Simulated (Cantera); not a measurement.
Input: 1 mol SiCl4, 1.9 mol HCl, 80 mol H2, held at 1050 K and 7.50 Torr.

Equilibrium computed with Cantera from the NASA thermochemical tables; the gas is ideal and each condensed phase is pure. The tables' values for SiCl3 are old estimates; treat these amounts as uncertain. The numbers say what is thermodynamically allowed, not how fast it happens.

```json
[
 {"species": "H2", "before": "0.959", "after": "0.939"},
 {"species": "HCl", "before": "0.0294", "after": "0.0524"},
 {"species": "SiCl2", "before": "0.00159", "after": "0.00802"},
 {"species": "SiCl4", "before": "0.00715", "after": "0.000103"},
 {"species": "H", "before": "7.94e-8", "after": "1.58e-5"},
 {"species": "SiHCl3", "before": "0.00242", "after": "9.41e-5"},
 {"species": "SiH2Cl2", "before": "9.31e-5", "after": "1.24e-5"},
 {"species": "SiCl3", "before": "0.000792", "after": "0.000389"},
 {"species": "Si(s), mol", "before": "0", "after": "0.277"}
]
```
Gas species are given as mole fractions.

Problem. Name the change that produced these shifts.
(A) temperature from 1050 K to 1325 K
(B) pressure from 7.50 Torr to 1430 Torr
(C) 0.42 mol Cl2 added
(D) SiCl4 replaced by Si3H8

Solution. A, temperature from 1050 K to 1325 K
